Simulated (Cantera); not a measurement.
An isothermal, constant-pressure homogeneous reactor starts with NH3 : H2 = 1 : 0.28 (molar parts), at 2250 K and 0.0133 bar.

Cantera simulation using the gas-phase N/H chemistry of the illustrative SiF4/NH3 mechanism in the Surface Chemkin manual (1991); the numbers are that mechanism's predictions, not measurements. Walls and surfaces, which speed up NH3 decomposition in real reactors, are not modelled.

One state of this run: x NH3 = 0.313; x H2 = 0.553; x N2H4 = 3.82e-9; x NH2 = 0.00193; x N = 7.04e-6; x H = 0.00109; x N2H2 = 7.58e-6. x: mole fraction; the columns are a selection and need not sum to one.

Problem. Which value of t (s) does it belong to?
A) 0.128
B) 0.389
C) 0.00152
D) 0.00460

Solution. A, 0.128
